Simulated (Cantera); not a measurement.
**Thermodynamics of fluorocarbon and chlorocarbon gases, feed CH3Cl + Si + H2**

Charge: 1 mol CH3Cl, 0.063 mol Si, 18 mol H2, equilibrated at 133 Pa.

Equilibrium computed with Cantera from the NASA thermochemical tables; the gas is ideal and each condensed phase is pure. Candidate condensed phases: C, C6H6, C7H8, C8H18, Si, SiC; 123 gas species. Ions and electrons are included (thermal ionisation). Rates play no part.

```tsv
T (K)	log p H	log p H2	log p Cl	log p C	log p HCl	n C(graphite)
2500	-3.20	-3.20	-4.68	-6.78	-4.53	0.641
2750	-2.98	-3.63	-4.53	-5.55	-5.02	0
3000	-2.91	-4.23	-4.49	-4.89	-5.64	0
3250	-2.90	-4.82	-4.49	-4.56	-6.23	0
3500	-2.90	-5.34	-4.49	-4.50	-6.75	0
3750	-2.90	-5.80	-4.49	-4.49	-7.21	0
4000	-2.90	-6.20	-4.49	-4.49	-7.61	0
4250	-2.90	-6.56	-4.49	-4.49	-7.96	0
4500	-2.90	-6.87	-4.49	-4.49	-8.27	0
4750	-2.90	-7.16	-4.49	-4.49	-8.55	0
5000	-2.90	-7.41	-4.49	-4.49	-8.81	0
```
log p: log10 of the partial pressure in bar; n: condensed amount in mol.

At 2500 K the condensed part is C(graphite). From 2750 K to 5000 K nothing is condensed. The main Si-bearing gas is Si at 2500 K and Si+ at 5000 K.
